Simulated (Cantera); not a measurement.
Input: 1 mol SiCl4, 0.82 mol O2, 9.2 mol H2, held at 1798 K and 0.133 bar.

Cantera equilibrium calculation (NASA polynomials, part measured and part estimated; ideal gas, pure solids and liquids). The tables' values for SiCl3 are old estimates; treat these amounts as uncertain. The tables hold silica as quartz up to 1696 K and as liquid above; real silica turns to tridymite and cristobalite and melts near 1996 K. The numbers say what is thermodynamically allowed, not how fast it happens.

| species | before | after |
|---|---|---|
| HCl | 0.340 | 0.919 |
| SiCl4 | 3.57e-5 | 0.0470 |
| Cl | 0.000316 | 0.0277 |
| H2 | 0.630 | 0.000599 |
| SiO | 0.0241 | 0.000114 |
| Cl2 | 1.36e-7 | 0.00105 |
| H | 0.000766 | 2.36e-5 |
| SiCl3 | 0.000277 | 0.00416 |
| SiCl2 | 0.00348 | 0.000595 |
| H2O | 0.000413 | 8.31e-5 |
| SiHCl3 | 1.65e-5 | 7.64e-6 |
| SiO2(condensed), mol | 0.679 | 0.820 |
Gas species are given as mole fractions.

### Question
Which change was made?
A) temperature from 1798 K to 648.15 K
B) H2 from 9.2 to 1.6 mol
C) O2 from 0.82 to 0.15 mol
D) O2 from 0.82 to 18 mol

### Answer
B, H2 from 9.2 to 1.6 mol
